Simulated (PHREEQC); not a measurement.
Consider water at 90 °C with 0.01 mol ZnCl2, 0.018 mol KCl and 0.0065 mol H2SO4 per kg of water. Closed to the air; pH follows from the charge balance.

The numbers come from PHREEQC with the ion-association model, wateq4f.dat.

Precipitation was switched off in this run.

Problem. What pH, ionic strength does the model give?

Solution. pH 2.11; ionic strength 0.0508 mol/kgw.

Problem. In which forms is K present?

Solution. K+ 99 %, KSO4- 1.3 % of the K.

Away from 25 °C the constants follow the database's enthalpies or fits; those with neither stay at their 25 °C values.
